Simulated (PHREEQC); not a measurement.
PHREEQC input (Pitzer model, pitzer.dat):

```
SOLUTION 1
  temp 25
  units mol/kgw
  pH 7 charge
  B 0.0256
  Na 0.4728
  C(4) 0.23
END
USE solution 1
INCREMENTAL_REACTIONS false
REACTION 1
  H2O -1
  0 9.886 18.011 24.689 30.178 34.689 38.397 41.444
  43.949 46.007 47.699 49.089 50.232 51.172 51.944 52.578
  53.1 53.528 53.88 moles
EQUILIBRIUM_PHASES 1
  Nahcolite 0 0
  Natron 0 0
  Trona 0 0
  Borax 0 0
  Boric_acid,s 0 0
  NaBO2:4H2O 0 0
  NaB5O8:5H2O 0 0
  CO2(g) -3.4 10
SELECTED_OUTPUT 1
  -reset false
  -pH true
  -pe true
  -ionic_strength true
  -water true
  -activities H2O
  -totals B C Na
  -molalities H+ Na+ CO3-2 B(OH)3 OH- HCO3- CO2 B(OH)4- B3O3(OH)4- B4O5(OH)4-2
  -equilibrium_phases Nahcolite Natron Trona Borax Boric_acid,s NaBO2:4H2O NaB5O8:5H2O
PRINT
  -reset false
END
```

Selected output (columns that matter, 10 of 19 rows; water left (kg) added in front):

```
water left (kg)	pH	mu	B	C	Na	m_H+	m_Na+	m_CO3-2	m_B(OH)3	m_OH-	m_HCO3-	la_H2O	Trona	Borax
0.999296	9.9809	0.6504	0.025618	0.27261	0.47313	2.078e-10	0.47313	0.17726	0.0024674	0.00014579	0.095339	-0.0047626	0	0
0.67495	10.027	0.9744	0.037929	0.39175	0.7005	2.0656e-10	0.7005	0.27389	0.0031529	0.00016403	0.11785	-0.0067475	0	0
0.455868	10.067	1.4569	0.056157	0.56543	1.0371	2.0941e-10	1.0371	0.4197	0.0040969	0.00017828	0.14572	-0.0095331	0	0
0.307895	10.101	2.1745	0.083145	0.81975	1.5356	2.1457e-10	1.5356	0.63868	0.0054423	0.00018529	0.18106	-0.013457	0	0
0.20796	10.129	3.2405	0.1231	1.1942	2.2735	2.1855e-10	2.2735	0.96607	0.0074209	0.00018182	0.22807	-0.019112	0	0
0.140493	10.152	4.8226	0.18222	1.7491	3.3653	2.1527e-10	3.3653	1.4534	0.010385	0.00016588	0.29569	-0.027707	0	0
0.0949745	10.163	7.1675	0.26955	2.5791	4.9782	1.9659e-10	4.9782	2.1752	0.014835	0.0001383	0.40384	-0.041903	0	0
0.0631415	10.157	9.0144	0.40544	3.2248	6.2513	1.7571e-10	6.2513	2.724	0.020085	0.0001183	0.50081	-0.054797	0.026027	0
0.0404539	10.148	9.1695	0.63282	3.2226	6.3715	1.7348e-10	6.3715	2.7149	0.024542	0.00011612	0.50769	-0.055567	0.071683	0
0.0248538	10.146	9.2019	0.67818	3.223	6.3959	1.7305e-10	6.3959	2.7137	0.025265	0.0001157	0.50928	-0.055705	0.10316	0.0021862
```
